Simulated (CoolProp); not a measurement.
Vapour-liquid equilibrium of R22 (1) + R142b (2) at 3.55 bar; x and y are mole fractions of (1).

Computed with CoolProp (multi-fluid Helmholtz-energy mixture model, Kamei 1995 and Lemmon 2006; pair parameters Bell 2016).

```csv
x,"bubble temperature, mixture model (K)","bubble temperature, Raoult's law (K)","y, mixture model","y, Raoult's law"
0.05,296.8,296.5,0.124,0.141
0.125,___,292.1,0.278,0.311
0.2,289.3,288.2,___,0.446
0.275,286.0,284.7,0.511,0.553
0.35,283.0,281.6,0.601,0.641
0.425,280.2,278.7,0.677,0.712
0.5,277.6,276.1,0.744,0.772
0.575,___,273.8,0.801,0.823
0.65,___,271.6,___,0.866
0.725,___,269.5,0.893,0.902
0.8,268.3,267.6,0.930,0.934
0.875,___,265.9,0.960,0.962
0.95,264.3,264.2,0.986,0.986
```

### Question
Some entries are withheld; supply them.

### Answer

- 0.125, bubble temperature, mixture model (K): 292.8
- 0.2, y, mixture model: 0.405
- 0.575, bubble temperature, mixture model (K): 275.1
- 0.65, bubble temperature, mixture model (K): 272.7
- 0.65, y, mixture model: 0.851
- 0.725, bubble temperature, mixture model (K): 270.4
- 0.875, bubble temperature, mixture model (K): 266.2

The largest gap from Raoult's law is +1.5 K in bubble temperature, at x = 0.425. No azeotrope shows between x = 0.05 and 0.95.

Pair parameters are fitted to limited data, so mixtures are less certain than the pure fluids.
